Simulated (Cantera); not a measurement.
A closed system holds: 1 mol Si, 1.4 mol Cl₂, 1.9 mol H₂.

Points: T (K) = 648, 723, 798, 873, 948, 1023, 1098, 1173, 1248, 1323, 1398, 1473, 1548; P (Pa) = 10000, 20000, 42000, 85000, 170000, 350000, 720000, 1.5e+06, 3e+06.

Cantera's Mixture.equilibrate('TP', solver="vcs", rtol=1e-11, max_steps=5000) on the NASA tables stopped like this:

```
ERROR: FAILURE its = 5001!

*******************************************************************************
CanteraError thrown by MultiPhase::equilibrate:
VCS solver failed. Return code: -1
*******************************************************************************
```

What got this run through?

Several could match; the one computed here: The failure is numerical, not chemical. The same input converged with solver="gibbs", rtol=1e-10, max_steps=50000, and the result passed a check of the equilibrium conditions:
```
    648      1e+04  Si(cr)
    723      1e+04  Si(cr)
    798      1e+04  Si(cr)
    873      1e+04  Si(cr)
    948      1e+04  Si(cr)
   1023      1e+04  Si(cr)
   1098      1e+04  Si(cr)
   1173      1e+04  Si(cr)
   1248      1e+04  Si(cr)
   1323      1e+04  Si(cr)
   1398      1e+04  Si(cr)
   1473      1e+04  Si(cr)
   1548      1e+04  Si(cr)
    648      2e+04  Si(cr)
    723      2e+04  Si(cr)
    798      2e+04  Si(cr)
    873      2e+04  Si(cr)
    948      2e+04  Si(cr)
   1023      2e+04  Si(cr)
   1098      2e+04  Si(cr)
   1173      2e+04  Si(cr)
   1248      2e+04  Si(cr)
   1323      2e+04  Si(cr)
   1398      2e+04  Si(cr)
   1473      2e+04  Si(cr)
   1548      2e+04  Si(cr)
    648    4.2e+04  Si(cr)
    723    4.2e+04  Si(cr)
    798    4.2e+04  Si(cr)
    873    4.2e+04  Si(cr)
    948    4.2e+04  Si(cr)
   1023    4.2e+04  Si(cr)
   1098    4.2e+04  Si(cr)
   1173    4.2e+04  Si(cr)
   1248    4.2e+04  Si(cr)
   1323    4.2e+04  Si(cr)
   1398    4.2e+04  Si(cr)
   1473    4.2e+04  Si(cr)
   1548    4.2e+04  Si(cr)
    648    8.5e+04  Si(cr)
    723    8.5e+04  Si(cr)
    798    8.5e+04  Si(cr)
    873    8.5e+04  Si(cr)
    948    8.5e+04  Si(cr)
   1023    8.5e+04  Si(cr)
   1098    8.5e+04  Si(cr)
   1173    8.5e+04  Si(cr)
   1248    8.5e+04  Si(cr)
   1323    8.5e+04  Si(cr)
   1398    8.5e+04  Si(cr)
   1473    8.5e+04  Si(cr)
   1548    8.5e+04  Si(cr)
    648    1.7e+05  Si(cr)
    723    1.7e+05  Si(cr)
    798    1.7e+05  Si(cr)
    873    1.7e+05  Si(cr)
    948    1.7e+05  Si(cr)
   1023    1.7e+05  Si(cr)
   1098    1.7e+05  Si(cr)
   1173    1.7e+05  Si(cr)
   1248    1.7e+05  Si(cr)
   1323    1.7e+05  Si(cr)
   1398    1.7e+05  Si(cr)
   1473    1.7e+05  Si(cr)
   1548    1.7e+05  Si(cr)
    648    3.5e+05  Si(cr)
    723    3.5e+05  Si(cr)
    798    3.5e+05  Si(cr)
    873    3.5e+05  Si(cr)
    948    3.5e+05  Si(cr)
   1023    3.5e+05  Si(cr)
   1098    3.5e+05  Si(cr)
   1173    3.5e+05  Si(cr)
   1248    3.5e+05  Si(cr)
   1323    3.5e+05  Si(cr)
   1398    3.5e+05  Si(cr)
   1473    3.5e+05  Si(cr)
   1548    3.5e+05  Si(cr)
    648    7.2e+05  Si(cr)
    723    7.2e+05  Si(cr)
    798    7.2e+05  Si(cr)
    873    7.2e+05  Si(cr)
    948    7.2e+05  Si(cr)
   1023    7.2e+05  Si(cr)
   1098    7.2e+05  Si(cr)
   1173    7.2e+05  Si(cr)
   1248    7.2e+05  Si(cr)
   1323    7.2e+05  Si(cr)
   1398    7.2e+05  Si(cr)
   1473    7.2e+05  Si(cr)
   1548    7.2e+05  Si(cr)
    648    1.5e+06  Si(cr)
    723    1.5e+06  Si(cr)
    798    1.5e+06  Si(cr)
    873    1.5e+06  Si(cr)
    948    1.5e+06  Si(cr)
   1023    1.5e+06  Si(cr)
   1098    1.5e+06  Si(cr)
   1173    1.5e+06  Si(cr)
   1248    1.5e+06  Si(cr)
   1323    1.5e+06  Si(cr)
   1398    1.5e+06  Si(cr)
   1473    1.5e+06  Si(cr)
   1548    1.5e+06  Si(cr)
    648      3e+06  Si(cr)
    723      3e+06  Si(cr)
    798      3e+06  Si(cr)
    873      3e+06  Si(cr)
    948      3e+06  Si(cr)
   1023      3e+06  Si(cr)
   1098      3e+06  Si(cr)
   1173      3e+06  Si(cr)
   1248      3e+06  Si(cr)
   1323      3e+06  Si(cr)
   1398      3e+06  Si(cr)
   1473      3e+06  Si(cr)
   1548      3e+06  Si(cr)
```

The gas is ideal and each condensed phase is pure. The tables' values for SiCl3 are old estimates.
